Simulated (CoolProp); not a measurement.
Propylene at 293.15 K and 1.69 MPa flows at 13 m/s in a round tube of 4.6 mm bore and 45 µm roughness, fully developed (64/Re and Nu = 3.66 if laminar; Colebrook and Gnielinski if turbulent). Each further row changes one setting.

Values from CoolProp's reference Helmholtz-energy equation of state, Lemmon 2013.

| case | Reynolds number | Darcy friction factor | pressure drop (Pa/m) | heat-transfer coefficient (W/(m² K)) | mass flow (kg/h) |
|---|---|---|---|---|---|
| as stated | 307000 | 0.0378 | 359000 | 50000 | 402 |
| velocity 26 m/s | 613000 | 0.0377 | 1430000 | 100000 | 804 |
| diameter 9.2 mm | 613000 | 0.0303 | 144000 | 41900 | 1610 |

Viscosity comes from a separate model (Huber 2003), an estimate that may be off by 10 % or more. Thermal conductivity comes from a separate model (Huber 2003), an estimate that may be off by 10 % or more.
